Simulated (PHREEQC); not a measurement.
Consider water at 20 °C with 2.2 mmol/kgw H3BO3, 0.85 mmol/kgw Na2B4O7 and 0.8 mmol/kgw LiCl. Closed to the air; pH follows from the charge balance.

Equilibrium calculation in PHREEQC: ion-association model, phreeqc.dat.

No solid was allowed to form.

**Question.** Estimate the pH, ionic strength.

**Answer.** pH 8.89; ionic strength 0.00250 mol/kgw.

**Question.** In which forms is B present?

**Answer.** H3BO3 70 %, H2BO3- 30 % of the B.

Complexes and solids missing from the database can't appear.
